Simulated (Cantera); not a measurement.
Input: 1 mol Si, 1.7 mol O₂, 72 mol N₂, 20 mol NH₃, 0.00015 mol H₂, at 1330 Pa.

Equilibrium computed with Cantera from the NASA thermochemical tables; the gas is ideal and each condensed phase is pure. Candidate condensed phases: H₂O, Si, SiO₂, Si₂N₂O, Si₃N₄; 35 gas species. The tables hold silica as quartz up to 1696 K and as liquid above; real silica turns to tridymite and cristobalite and melts near 1996 K. Rates play no part.

x: gas mole fraction; n: condensed amount in mol.

| T (°C) | x N₂ | x H₂ | x H₂O | x SiO | x H | x OH | x SiO₂ | n SiO₂(β-quartz) | n SiO₂(condensed) |
|---|---|---|---|---|---|---|---|---|---|
| 1377 | 0.732 | 0.255 | 0.0126 | 0.000132 | 0.000397 | 8.89e-7 | 1.19e-8 | 0.985 | 0 |
| 1427 | 0.732 | 0.254 | 0.0129 | ? | ? | ? | 4.18e-8 | 0 | ? |
| 1477 | 0.731 | 0.253 | 0.0136 | 0.00112 | 0.00101 | 3.19e-6 | 1.35e-7 | 0 | 0.874 |
| 1527 | 0.730 | 0.251 | ? | ? | ? | ? | 4.08e-7 | 0 | ? |
| 1577 | 0.727 | 0.247 | 0.0182 | 0.00576 | 0.00232 | 1.26e-5 | 1.16e-6 | 0 | 0.350 |
| 1627 | 0.724 | 0.242 | 0.0212 | 0.00883 | 0.00338 | 2.43e-5 | 2.31e-6 | 0 | 0 |
| 1677 | 0.724 | 0.241 | 0.0211 | 0.00883 | 0.00488 | 3.88e-5 | 2.52e-6 | 0 | 0 |

What belongs in the gaps?


- 1527, x H₂O: 0.0152
- 1527, x SiO: 0.00272
- 1527, x H: 0.00155
- 1527, x OH: 6.20e-6
- 1527, n SiO₂(condensed): 0.694
- 1427, x SiO: 0.000409
- 1427, x H: 0.000644
- 1427, x OH: 1.69e-6
- 1427, n SiO₂(condensed): 0.954
